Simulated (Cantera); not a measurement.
Charge: 1 mol n-butane, 0.37 mol H₂O, held at 180 Pa.

These are equilibrium values from Cantera (NASA tables, ideal gas, pure condensed phases), not measurements of a reactor. Candidate condensed phases: C, C₆H₆, C₇H₈, C₈H₁₈, H₂O; 110 gas species. Kinetics and transport are ignored.

x: gas mole fraction; n: condensed amount in mol.

```
T (K)   x H₂    x CO     x CH₄  x H₂O     x CO₂  n C(graphite)
-----  -----  ------  --------  -----  --------  -------------
823    0.934  0.0626   0.00147    ___  0.000338           3.63
873    0.935  0.0639  0.000706    ___   8.35e-5           3.63
923    0.935  0.0643  0.000366    ___   2.35e-5           3.63
973    0.935  0.0644  0.000202    ___   7.49e-6           3.63
1023   0.935  0.0644  0.000118    ___   2.67e-6           3.63
1073   0.935  0.0644   7.24e-5    ___   1.05e-6           3.63
1123   0.935  0.0645   4.62e-5    ___   4.52e-7           3.63
1173   0.936  0.0645   3.06e-5    ___   2.09e-7           3.63
1223   0.936  0.0645   2.10e-5    ___   1.03e-7           3.63
```

Some entries are withheld; supply them.


- 823, x H₂O: 0.00139
- 873, x H₂O: 0.000458
- 923, x H₂O: 0.000167
- 973, x H₂O: 6.74e-5
- 1023, x H₂O: 2.97e-5
- 1073, x H₂O: 1.41e-5
- 1123, x H₂O: 7.16e-6
- 1173, x H₂O: 3.85e-6
- 1223, x H₂O: 2.18e-6
